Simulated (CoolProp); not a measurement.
1,2-dichloroethane along the isotherm 293.7 K: Z from the reference equation and from simpler models built on Tc = 561.6 K, pc = 5.226 MPa, ω = 0.269; each cubic takes its own stable root.

Model: reference Helmholtz-energy equation of state, Thol 2015, in CoolProp.

| p (MPa) | phase | reference |
|---|---|---|
| 0.523 | liquid | 0.01692 |
| 1.05 | liquid | 0.03397 |
| 1.57 | liquid | 0.05077 |
| 2.09 | liquid | 0.06755 |
| 2.61 | liquid | 0.08433 |
| 3.14 | liquid | 0.1014 |
| 3.66 | liquid | 0.1182 |
| 4.18 | liquid | 0.1349 |
| 4.7 | liquid | 0.1516 |
| 5.23 | liquid | 0.1686 |
| 5.75 | liquid | 0.1853 |
| 6.27 | liquid | 0.2020 |
| 6.79 | liquid | 0.2187 |
| 7.32 | liquid | 0.2357 |
| 7.84 | liquid | 0.2523 |

Problem. How far does each simpler model (van der Waals, Redlich-Kwong, Soave-Redlich-Kwong, Peng-Robinson) lie from the reference over these 15 states: mean and median of the absolute difference, and the worst?

Solution. 
- van der Waals: mean 73.2 %, median 73.1 %, worst +74.6 % at 293.7 K and 0.523 MPa
- Redlich-Kwong: mean 17.5 %, median 17.5 %, worst +17.8 % at 293.7 K and 0.523 MPa
- Soave-Redlich-Kwong: mean 14.8 %, median 14.8 %, worst +15.0 % at 293.7 K and 0.523 MPa
- Peng-Robinson: mean 2.1 %, median 2.1 %, worst +2.2 % at 293.7 K and 0.523 MPa
